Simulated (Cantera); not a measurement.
Charge: 1 mol Si₃N₄, 0.015 mol N₂O, 2 mol H₂, equilibrated at 1100 K and 0.820 bar.

Method: chemical equilibrium by Gibbs-energy minimisation in Cantera with the NASA 1993 tables (ideal gas, pure condensed phases). Candidate condensed phases: H₂O, Si, SiO₂, Si₂N₂O, Si₃N₄; 35 gas species. Mutual solubility and eutectic melting of coexisting phases are not modelled. The numbers say what is thermodynamically allowed, not how fast it happens.

Base state: H₂ 0.990, N₂ 0.00989, NH₃ 2.55e-5 (mole fractions); condensed: Si₂N₂O(s) + Si₃N₄(s).

Problem. What changes in the equilibrium state with this change: Si₃N₄ replaced by Si?

Solution. 
| species | before | after |
|---|---|---|
| H₂ | 0.990 | 1.00 |
| N₂ | 0.00989 | <1e-9 |
| NH₃ | 2.55e-5 | <1e-9 |
| Si₂N₂O(s), mol | 0.0150 | 0.0150 |
| Si₃N₄(s), mol | 0.990 | 0 |
| Si(s), mol | 0 | 0.970 |
